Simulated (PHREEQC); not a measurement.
Solution (30 °C): 0.0068 mol H2SO4, 0.015 mol CuSO4 and 6.6e-05 mol MnSO4 per kg of water. Closed to the air; pH follows from the charge balance.

All values are PHREEQC results (ion-association model, phreeqc.dat), not measurements.

**Question.** The ionic strength comes out as 0.0495 mol/kgw. What activity coefficients do Cu+2, SO4-2, H+, HSO4-, Mn+2 get?

**Answer.** Cu+2 0.48, SO4-2 0.46, H+ 0.85, HSO4- 0.82, Mn+2 0.48.

No solid was allowed to form.
